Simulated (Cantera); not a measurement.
A perfectly stirred reactor is fed with 35.5 % NO, 63.8 % N2, 0.709 % H2O, at 38000 Pa; it is held at 2223 K, and followed from long to short residence time.

Model: GRI-Mech 3.0 (53 species, 325 reactions), integrated in Cantera.

**Question.** Predict: x(NO) at τ = 0.930 s; x(NO2) at τ = 0.930 s; x(O) at τ = 0.930 s; x(O2) at τ = 0.930 s; x(N2) at τ = 0.930 s; x(NO) at τ = 38.0 ms; x(NO2) at τ = 38.0 ms; x(O) at τ = 38.0 ms; x(O2) at τ = 38.0 ms; x(N2) at τ = 38.0 ms.

**Answer.** 
```json
{
 "x(NO) at τ = 0.930 s": "0.0677",
 "x(NO2) at τ = 0.930 s": "4.22e-5",
 "x(O) at τ = 0.930 s": "0.00193",
 "x(O2) at τ = 0.930 s": "0.142",
 "x(N2) at τ = 0.930 s": "0.781",
 "x(NO) at τ = 38.0 ms": "0.305",
 "x(NO2) at τ = 38.0 ms": "7.87e-5",
 "x(O) at τ = 38.0 ms": "0.000830",
 "x(O2) at τ = 38.0 ms": "0.0242",
 "x(N2) at τ = 38.0 ms": "0.663"
}
```
